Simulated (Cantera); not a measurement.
An isothermal, constant-pressure homogeneous reactor starts with NO : N2 = 1 : 0.15 (molar parts), at 1550 K and 20.0 Torr.

Detailed kinetics in Cantera: GRI-Mech 3.0 (53 species, 325 reactions). Radical loss at walls, strong at low pressure, is not modelled.

Problem. Predict: x(NO) at 80.0 s; x(O2) at 80.0 s; x(N2O) at 80.0 s; x(O) at 80.0 s; x(NO2) at 80.0 s.

Solution. 
```
Property                                            Result
----------------  ----------------------------------------
x(NO) at 80.0 s      0.816 (gas-phase equilibrium 0.00189)
x(O2) at 80.0 s       0.0266 (gas-phase equilibrium 0.434)
x(N2O) at 80.0 s  0.000207 (gas-phase equilibrium 1.58e-8)
x(O) at 80.0 s     9.85e-6 (gas-phase equilibrium 3.18e-5)
x(NO2) at 80.0 s  0.000207 (gas-phase equilibrium 2.05e-6)
```
